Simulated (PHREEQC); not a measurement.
Model water analysis in mg/L, 20 °C, pH 5.77, pe 11.8:

```json
[
 {"constituent": "Na", "mg/L": "0.917"},
 {"constituent": "K", "mg/L": "2.53"},
 {"constituent": "Ca", "mg/L": "0.273"},
 {"constituent": "Mg", "mg/L": "0.865"},
 {"constituent": "Cl", "mg/L": "1.02"},
 {"constituent": "S(6) as SO4", "mg/L": "1.29"},
 {"constituent": "Alkalinity as HCO3", "mg/L": "8.18"},
 {"constituent": "Pb", "mg/L": "0.0824"},
 {"constituent": "Ba", "mg/L": "0.0337"}
]
```

Cl is adjusted to close the charge balance.
Valence states are taken as typed.

Model: ion-association model, wateq4f.dat, run in PHREEQC.

```csv
quantity,before,after
CO2 (mol/kgw),0.000545,0.000448
HCO3- (mol/kgw),0.000136,0.000136
Pb+2 (mol/kgw),3.39e-7,3.33e-7
MgSO4 (mol/kgw),8.41e-8,1.37e-7
MgHCO3+ (mol/kgw),5.14e-8,5.70e-8
PbHCO3+ (mol/kgw),3.40e-8,3.33e-8
SI of Pb(OH)2 (Pb(OH)2),-3.29,-2.63
SI of Anglesite (PbSO4),-3.59,-3.71
```

Task: Name the change that produced these shifts.
(A) pH from 5.77 to 6.27 at the same alkalinity
(B) temperature from 20 to 40 °C at the same typed pH
(C) Ca from 0.273 to 0.546 mg/L
(D) all concentrations times 2 at the same typed pH

Result: B, temperature from 20 to 40 °C at the same typed pH

This is a speciation only: nothing precipitates in the calculation. Away from 25 °C the constants follow the database's enthalpies or fits; those with neither stay at their 25 °C values.
